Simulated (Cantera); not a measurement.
A perfectly stirred reactor is fed with CH₄ : C₂H₆ : C₃H₈ : O₂ : N₂ : H₂ = 1 : 0.12 : 0.21 : 5.18 : 19.5 : 0.91 (molar parts), equivalence ratio 0.76, at 2.60 bar; it is adiabatic with a 575 K inlet, and is followed from long to short residence time, starting on the burning branch (τ in s: 0.21, 0.077, 0.028, 0.01, 0.0037, 0.0013, 0.00048, 0.00018, 6.4e-05, 2.3e-05, 8.4e-06, 3.1e-06).

Model: GRI-Mech 3.0 (53 species, 325 reactions), integrated in Cantera. GRI-Mech 3.0 was tuned for natural gas; its chemistry of propane as a main component is partial and can be far from experiment.

Q: Predict: blow-out, bracketed by the residence times tried; x(CH₄) at τ = 0.210 s; x(C₂H₆) at τ = 0.210 s; x(C₃H₈) at τ = 0.210 s; x(N₂O) at τ = 0.210 s; x(CH₄) at τ = 0.480 ms; x(C₂H₆) at τ = 0.480 ms; x(C₃H₈) at τ = 0.480 ms; x(N₂O) at τ = 0.480 ms; x(C₂H) at τ = 0.480 ms.

A: blow-out, bracketed by the residence times tried: burning at 23.0 µs, out at 8.40 µs
x(CH₄) at τ = 0.210 s: 4.11e-7
x(C₂H₆) at τ = 0.210 s: 6.63e-9
x(C₃H₈) at τ = 0.210 s: 1.29e-8
x(N₂O) at τ = 0.210 s: 4.70e-7
x(CH₄) at τ = 0.480 ms: 5.30e-5
x(C₂H₆) at τ = 0.480 ms: 1.50e-6
x(C₃H₈) at τ = 0.480 ms: 2.51e-6
x(N₂O) at τ = 0.480 ms: 6.96e-7
x(C₂H) at τ = 0.480 ms: 3.35e-8
